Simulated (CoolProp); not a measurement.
A closed Brayton cycle with nitrogen: compressor inlet 319.15 K and 5.8 MPa, high pressure 14.7 MPa, turbine inlet 850 K, compressor efficiency 0.89, turbine efficiency 0.93, recuperator effectiveness 0.8 (on enthalpy, no pinch check). Each further row changes one setting.

Model: reference Helmholtz-energy equation of state, Span 2000, in CoolProp.

| case | thermal efficiency (%) | net work (kJ/kg) | compressor to turbine work | compressor exit (K) | turbine exit (K) |
|---|---|---|---|---|---|
| as stated | [?] | 83.7 | 0.58 | 430.0 | 675.8 |
| turbine inlet 800 K | 30.2 | 71.8 | 0.62 | 430.0 | [?] |
| compressor inlet 329.15 K | [?] | [?] | [?] | [?] | 675.8 |
| high pressure 12.5 MPa | [?] | 74.9 | 0.56 | 408.5 | 703.6 |
| recuperator effectiveness 0.5 | 24.7 | 83.7 | 0.58 | 430.0 | 675.8 |

Question: Some entries are withheld; supply them.

Answer: 
- as stated, thermal efficiency (%): 32.3
- turbine inlet 800 K, turbine exit (K): 634.5
- compressor inlet 329.15 K, thermal efficiency (%): 31.2
- compressor inlet 329.15 K, net work (kJ/kg): 79.8
- compressor inlet 329.15 K, compressor to turbine work: 0.60
- compressor inlet 329.15 K, compressor exit (K): 443.4
- high pressure 12.5 MPa, thermal efficiency (%): 31.5
